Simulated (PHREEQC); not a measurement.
A made-up water analysis in mg/L, 70 °C, pH 2.77, pe 9.3:

```json
[
 {"constituent": "Na", "mg/L": "24.9"},
 {"constituent": "K", "mg/L": "49.5"},
 {"constituent": "Ca", "mg/L": "137"},
 {"constituent": "Mg", "mg/L": "113"},
 {"constituent": "Cl", "mg/L": "56.8"},
 {"constituent": "S(6) as SO4", "mg/L": "958"},
 {"constituent": "Pb", "mg/L": "4.84"},
 {"constituent": "Cu(2)", "mg/L": "0.156"}
]
```

Valence states are taken as typed.

Equilibrium calculation in PHREEQC: ion-association model, phreeqc.dat.

```json
[
 {"quantity": "ionic strength (mol/kgw)", "before": "0.0239", "after": "0.0429"},
 {"quantity": "SO4-2 (mol/kgw)", "before": "0.00512", "after": "0.00958"},
 {"quantity": "Ca+2 (mol/kgw)", "before": "0.00252", "after": "0.00461"},
 {"quantity": "Mg+2 (mol/kgw)", "before": "0.00239", "after": "0.00405"},
 {"quantity": "MgSO4 (mol/kgw)", "before": "0.00226", "after": "0.00527"},
 {"quantity": "HSO4- (mol/kgw)", "before": "0.00163", "after": "0.00271"},
 {"quantity": "SI of Anglesite (PbSO4)", "before": "-0.18", "after": "+0.18"},
 {"quantity": "SI of Gypsum (CaSO4:2H2O)", "before": "-0.74", "after": "-0.34"}
]
```

### Question
Which change was made?
(A) all concentrations times 2 at the same typed pH
(B) S(6) from 958 to 479 mg/L
(C) temperature from 70 to 25 °C at the same typed pH
(D) Pb from 4.84 to 14.5 mg/L

### Answer
A, all concentrations times 2 at the same typed pH

No solid was allowed to form. Some of these states are supersaturated (in Anglesite, for instance). Away from 25 °C the constants follow the database's enthalpies or fits; those with neither stay at their 25 °C values.
